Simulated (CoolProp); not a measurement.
Water at 626.44 K and 33.8 MPa flows at 0.071 m/s in a round tube of 25 mm bore and 45 µm roughness, fully developed (64/Re and Nu = 3.66 if laminar; Colebrook and Gnielinski if turbulent). Each further row changes one setting.

Values from CoolProp's reference Helmholtz-energy equation of state, Wagner 2002.

| case | Reynolds number | Darcy friction factor | pressure drop (Pa/m) | heat-transfer coefficient (W/(m² K)) | mass flow (kg/h) |
|---|---|---|---|---|---|
| as stated | 15100 | 0.0309 | 2.02 | 1070 | 81.2 |
| velocity 0.142 m/s | 30200 | 0.0277 | 7.22 | 1970 | 162 |
| diameter 50 mm | 30200 | 0.0257 | 0.839 | 915 | 325 |

Viscosity comes from a separate model (Huber 2009). Thermal conductivity comes from a separate model (Huber 2012).
